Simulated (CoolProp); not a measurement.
Saturated liquid density (kg/m³) of octamethylcyclotetrasiloxane (D4): the reference equation beside estimates from Tc = 586.5 K, pc = 13.47 bar, ω = 0.598. Rackett uses Z = 0.29056 − 0.08775 ω.

Model: reference Helmholtz-energy equation of state, Thol 2015, in CoolProp.

```json
[
 {"T (K)": "356.7", "reference": "882.8", "Rackett": "1032", "Peng-Robinson": "894.5"},
 {"T (K)": "365.7", "reference": "872.1", "Rackett": "1019", "Peng-Robinson": "886.1"},
 {"T (K)": "374.6", "reference": "861.4", "Rackett": "1006", "Peng-Robinson": "877.4"},
 {"T (K)": "383.6", "reference": "850.4", "Rackett": "993.2", "Peng-Robinson": "868.1"},
 {"T (K)": "392.6", "reference": "839.3", "Rackett": "979.8", "Peng-Robinson": "?"},
 {"T (K)": "401.5", "reference": "828.2", "Rackett": "966.2", "Peng-Robinson": "848.3"},
 {"T (K)": "410.5", "reference": "816.7", "Rackett": "952.2", "Peng-Robinson": "?"},
 {"T (K)": "419.5", "reference": "?", "Rackett": "?", "Peng-Robinson": "826.3"},
 {"T (K)": "428.4", "reference": "793.4", "Rackett": "923.4", "Peng-Robinson": "814.5"},
 {"T (K)": "437.4", "reference": "781.3", "Rackett": "908.4", "Peng-Robinson": "801.9"},
 {"T (K)": "446.4", "reference": "768.9", "Rackett": "893.0", "Peng-Robinson": "788.6"}
]
```

Fill in the missing entries.


- 392.6, Peng-Robinson: 858.4
- 410.5, Peng-Robinson: 837.6
- 419.5, reference: 805.1
- 419.5, Rackett: 937.9

Absolute difference from the reference over all 11 rows, mean and median: Rackett 16.6 and 16.7 %, Peng-Robinson 2.2 and 2.4 %.
